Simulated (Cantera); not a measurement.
Calcination and drying: KOH + H2O + H2 + CO2

Input: 1 mol KOH, 0.42 mol H2O, a varied amount of H2, 1 mol CO2, held at 1873.15 K and 1 atm.

Equilibrium computed with Cantera from the NASA thermochemical tables; the gas is ideal and each condensed phase is pure. Candidate condensed phases: C, C6H6, C7H8, C8H18, H2O, K, KOH, KO2, K2CO3, K2O, K2O2; 116 gas species. Kinetics and transport are ignored.

From 0.13 mol H2 to 2.3 mol H2 nothing is condensed. The main K-bearing gas is KOH throughout.

```csv
n(H2) (mol),log p CO2,log p H2O,log p KOH,log p H2,log p CO,log p K
0.13,-0.44,-0.63,-0.47,-2.46,-1.66,-1.30
0.16,-0.45,-0.61,-0.49,-2.31,-1.54,-1.26
0.21,-0.48,-0.59,-0.51,-2.12,-1.40,-1.21
0.28,-0.51,-0.56,-0.53,-1.92,-1.26,-1.16
0.37,-0.56,-0.53,-0.56,-1.72,-1.14,-1.12
0.48,-0.61,-0.50,-0.60,-1.54,-1.04,-1.09
0.62,-0.68,-0.48,-0.63,-1.36,-0.95,-1.06
0.81,-0.77,-0.46,-0.68,-1.18,-0.88,-1.04
1.1,-0.90,-0.44,-0.75,-0.98,-0.83,-1.02
1.4,-1.02,-0.44,-0.81,-0.83,-0.80,-1.01
1.8,-1.16,-0.45,-0.89,-0.69,-0.80,-1.01
2.3,-1.31,-0.47,-0.97,-0.58,-0.81,-1.01
```
log p: log10 of the partial pressure in bar; nothing condenses.
